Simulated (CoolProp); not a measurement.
Aqueous calcium chloride as a coolant, at 36 °C, 1 atm.

Computed with CoolProp (Melinder's fits for secondary coolants).

| mass % | freezing point (°C) | density (kg/m³) | Prandtl number | conductivity (W/(m K)) | cp (kJ/(kg K)) |
|---|---|---|---|---|---|
| 5.2 | -2.5 | (withheld) | 5.16 | 0.619 | 3.899 |
| 7.1 | (withheld) | 1054 | 5.30 | 0.616 | 3.798 |
| 8.9 | -4.9 | 1071 | 5.43 | (withheld) | 3.702 |
| 10.7 | -6.5 | 1087 | 5.59 | (withheld) | 3.605 |
| 12.5 | -8.2 | 1104 | 5.79 | 0.609 | 3.509 |
| 14.4 | -10.3 | 1122 | 6.05 | (withheld) | 3.410 |
| 16.2 | -12.6 | 1138 | (withheld) | 0.604 | 3.319 |
| 18 | -15.1 | 1155 | 6.74 | 0.601 | 3.234 |
| 19.8 | -17.9 | 1171 | 7.21 | 0.599 | (withheld) |
| 21.7 | -21.4 | 1188 | 7.81 | 0.596 | 3.077 |

Task: Some entries are withheld; supply them.

Result: 
- 5.2, density (kg/m³): 1036
- 7.1, freezing point (°C): -3.6
- 8.9, conductivity (W/(m K)): 0.614
- 10.7, conductivity (W/(m K)): 0.611
- 14.4, conductivity (W/(m K)): 0.606
- 16.2, Prandtl number: 6.36
- 19.8, cp (kJ/(kg K)): 3.154
